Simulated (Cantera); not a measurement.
## Equilibrium for nitride etching: Si₃N₄ + F₂ + H₂

Feed: 1 mol Si₃N₄, a varied amount of F₂, 3.9 mol H₂, equilibrated at 798 K and 2.30 Pa.

Cantera equilibrium calculation (NASA polynomials, part measured and part estimated; ideal gas, pure solids and liquids). Candidate condensed phases: Si, Si₃N₄; 37 gas species. Kinetics and transport are ignored.

```
n(F₂) (mol)   x H₂  x SiF₄      x HF    x N₂  x SiHF₃    x SiF₃    x NH₃  n Si₃N₄(s)
-----------  -----  ------  --------  ------  -------  --------  -------  ----------
1.5          0.757   0.146  0.000152  0.0971  2.43e-5   1.02e-6  1.44e-8       0.750
2.1          0.690   0.186  0.000161   0.124  2.67e-5   1.17e-6  1.42e-8       0.650
2.7          0.634   0.219  0.000165   0.146  2.82e-5   1.29e-6  1.36e-8       0.550
3.3          0.586   0.248  0.000167   0.165  2.91e-5   1.39e-6  1.28e-8       0.450
3.9          0.545   0.273  0.000168   0.182  2.97e-5   1.47e-6  1.20e-8       0.350
4.5          0.510   0.294  0.000167   0.196  3.00e-5   1.53e-6  1.13e-8       0.250
5.1          0.478   0.313  0.000166   0.209  3.01e-5   1.59e-6  1.06e-8       0.150
5.7          0.451   0.329  0.000165   0.220  3.01e-5   1.64e-6  9.95e-9      0.0501
6.3          0.391   0.326    0.0652   0.217  6.55e-8   3.82e-9  8.01e-9           0
6.9          0.306   0.306     0.184   0.204  1.71e-8   1.13e-9  5.37e-9           0
7.5          0.231   0.288     0.288   0.192  7.72e-9  5.87e-10  3.41e-9           0
```
x: gas mole fraction; n: condensed amount in mol.

From 1.5 mol F₂ to 5.7 mol F₂ the condensed part is Si₃N₄(s). From 6.3 mol F₂ to 7.5 mol F₂ nothing is condensed. The main Si-bearing gas is SiF₄ throughout.
